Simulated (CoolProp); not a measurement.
The numbers come from the reference Helmholtz-energy equation of state, Lemmon 2004 in CoolProp. It is a short technical equation, of lower accuracy than the large ones.

Problem. Give the vapour pressure (kPa), liquid density (kg/m³), liquid cp (kJ/(kg K)), liquid viscosity (µPa s) of saturated n-dodecane at 114.35 °C.

Solution. 
| T (°C) | p (kPa) | liquid density (kg/m³) | liquid cp (kJ/(kg K)) | liquid viscosity (µPa s) |
|---|---|---|---|---|
| 114.35 | 3.87 | 679 | 2.54 | 442 |

Viscosity comes from a separate model (Huber 2004).
